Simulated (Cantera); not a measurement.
Feed: 1 mol SiH4, 0.14 mol C2H4, 120 mol H2, equilibrated at 1250 K and 0.910 bar.

These are equilibrium values from Cantera (NASA tables, ideal gas, pure condensed phases), not measurements of a reactor. Candidate condensed phases: C, C6H6, C7H8, C8H18, Si, SiC; 87 gas species. Mutual solubility and eutectic melting of coexisting phases are not modelled. Rates play no part.

Base state: H2 1.000, CH4 2.26e-5 (mole fractions); condensed: Si(s) + SiC(s).

Q: What changes in the equilibrium state with this change: temperature from 1250 K to 2048 K?

A: 
```
species       before     after
-----------  -------  --------
H2             1.000     0.997
H            5.07e-7   0.00234
SiH2         3.13e-8  0.000138
Si             <1e-9   8.30e-5
SiH            <1e-9   4.81e-5
CH4          2.26e-5   2.21e-5
Si(s), mol     0.723         0
SiC(s), mol    0.277     0.276
Si(l), mol         0     0.690
```
Gases not in the tables: Si2H6 and higher silanes.
